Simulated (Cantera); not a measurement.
## Premixed flame

A freely propagating, adiabatic, planar premixed flame of H2 : O2 : N2 : H2O = 0.77 : 0.685 : 2.58 : 1 (molar parts), unburnt at 400 K and 1.00 atm; mixture-averaged transport, grid criteria slope 0.08 and curve 0.16, no radiation.

Cantera simulation using the H2/O2 subset of GRI-Mech 3.0, which has no nitrogen chemistry; the numbers are that mechanism's predictions, not measurements. Burning velocities carry a grid error of a few per cent, more on coarse grids. Lean hydrogen flames are cellular in practice and burn faster than this planar one.

| z (mm) | T (K) | u (m/s) | x H2 | x O2 | x H2O | x H2O2 | x OH | x O |
|---|---|---|---|---|---|---|---|---|
| -2.27 | 401 | 0.265 | 0.147 | 0.137 | 0.200 | 6.99e-8 | <1e-8 | <1e-8 |
| -1.51 | 406 | 0.265 | 0.135 | 0.139 | 0.204 | 1.21e-6 | <1e-8 | <1e-8 |
| -1.13 | 420 | 0.271 | 0.121 | 0.140 | 0.209 | 5.58e-6 | <1e-8 | <1e-8 |
| -0.755 | 480 | 0.303 | 0.0962 | 0.140 | 0.224 | 2.91e-5 | <1e-8 | <1e-8 |
| -0.378 | 728 | 0.449 | 0.0571 | 0.127 | 0.266 | 0.000109 | 1.65e-6 | 1.45e-6 |
| -0.189 | 978 | 0.600 | 0.0353 | 0.110 | 0.303 | 8.98e-5 | 0.000103 | 6.38e-5 |
| 0 | 1223 | 0.750 | 0.0165 | 0.0886 | 0.340 | 1.48e-5 | 0.000753 | 0.000454 |
| 0.189 | 1364 | 0.837 | 0.00646 | 0.0754 | 0.361 | 4.28e-6 | 0.00172 | 0.000660 |
| 0.378 | 1428 | 0.876 | 0.00283 | 0.0706 | 0.369 | 2.70e-6 | 0.00195 | 0.000511 |
| 0.755 | 1470 | 0.902 | 0.000870 | 0.0683 | 0.374 | 1.30e-6 | 0.00144 | 0.000208 |
| 1.51 | 1486 | 0.911 | 0.000192 | 0.0678 | 0.375 | 4.73e-7 | 0.000741 | 4.93e-5 |
| 3.02 | 1490 | 0.914 | 3.41e-5 | 0.0678 | 0.376 | 1.46e-7 | 0.000350 | 1.04e-5 |
| 6.04 | 1491 | 0.914 | 8.46e-6 | 0.0679 | 0.376 | 5.35e-8 | 0.000192 | 3.11e-6 |
x: mole fraction of selected species; z is measured from the peak of heat release.

The laminar burning velocity is 26.6 cm/s. The thermal thickness comes out as 0.755 mm and the peak x(H2O2) comes out as 0.000116. The peak x(OH) comes out as 0.00196 and the peak x(O) comes out as 0.000663. The grid points is 109.
